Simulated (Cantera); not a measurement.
NO annealing gas

An isothermal, constant-pressure homogeneous reactor starts with 23.3 % NO, 76.7 % N2, at 1698 K and 13300 Pa.

Model: GRI-Mech 3.0 (53 species, 325 reactions), integrated in Cantera.

| t (s) | x NO | x NO2 | x O | x N2O | x N2 |
|---|---|---|---|---|---|
| 4.00e-6 | 0.233 | 3.11e-12 | 2.53e-9 | 2.53e-9 | 0.767 |
| 1.37e-5 | 0.233 | 3.64e-11 | 8.61e-9 | 8.64e-9 | 0.767 |
| 4.66e-5 | 0.233 | 4.24e-10 | 2.91e-8 | 2.95e-8 | 0.767 |
| 0.000159 | 0.233 | 4.75e-9 | 9.62e-8 | 1.00e-7 | 0.767 |
| 0.000543 | 0.233 | 5.06e-8 | 2.96e-7 | 3.41e-7 | 0.767 |
| 0.00185 | 0.233 | 4.52e-7 | 7.53e-7 | 1.14e-6 | 0.767 |
| 0.00632 | 0.233 | 2.77e-6 | 1.53e-6 | 3.64e-6 | 0.767 |
| 0.0216 | 0.233 | 1.14e-5 | 3.46e-6 | 9.98e-6 | 0.767 |
| 0.0737 | 0.232 | 2.38e-5 | 5.95e-6 | 1.83e-5 | 0.767 |
| 0.251 | 0.232 | 2.60e-5 | 6.41e-6 | 2.02e-5 | 0.768 |
| 0.858 | 0.231 | 2.82e-5 | 6.88e-6 | 2.01e-5 | 0.768 |
| 2.93 | 0.229 | 3.45e-5 | 8.28e-6 | 1.95e-5 | 0.769 |
| 10.0 | 0.219 | 4.91e-5 | 1.17e-5 | 1.78e-5 | 0.774 |
x: mole fraction; the columns are a selection and need not sum to one.

Equilibrium at this temperature and pressure: NO 0.00227, NO2 1.92e-6, O 4.09e-5, N2O 5.12e-8, N2 0.883 (gas phase only).
